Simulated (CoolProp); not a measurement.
Values from CoolProp's reference Helmholtz-energy equation of state, Zhou 2016.

Give the vapour pressure (kPa), liquid density (kg/m³), enthalpy of vaporisation (kJ/kg) of saturated R245ca at 201.4, 278.2 K.


```
T (K)  p (kPa)  liquid density (kg/m³)  enthalpy of vaporisation (kJ/kg)
-----  -------  ----------------------  --------------------------------
201.4    0.211                    1610                               260
278.2     43.3                    1440                               215
```
